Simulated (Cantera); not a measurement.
An isothermal plug-flow reactor at 1000 K and 0.691 atm (inlet), inlet velocity 1.5 m/s, active area per volume 100 1/m; feed H2 : O2 : N2 : H2O = 0.024 : 0.01 : 0.79 : 0.0058 (molar parts), equivalence ratio 1.2.

Computed with Cantera and Deutschmann's 1995 Pt surface mechanism with GRI-Mech 3.0 gas chemistry. Catalytic surfaces can have several steady states; this one follows from the mechanism file's or the stated starting coverage. Mass transfer to the wall is taken as infinitely fast.

Problem. Predict: x(H2) at z = 0.0099 m; x(O2) at z = 0.0099 m; x(H2O) at z = 0.0099 m; θ(free Pt) at the exit; θ(H*) at the exit.

Solution. 
| Property | Result |
|---|---|
| x(H2) at z = 0.0099 m | 0.00495 |
| x(O2) at z = 0.0099 m | 3.57e-5 |
| x(H2O) at z = 0.0099 m | 0.0314 |
| θ(free Pt) at the exit | 0.996 |
| θ(H*) at the exit | 0.00439 |
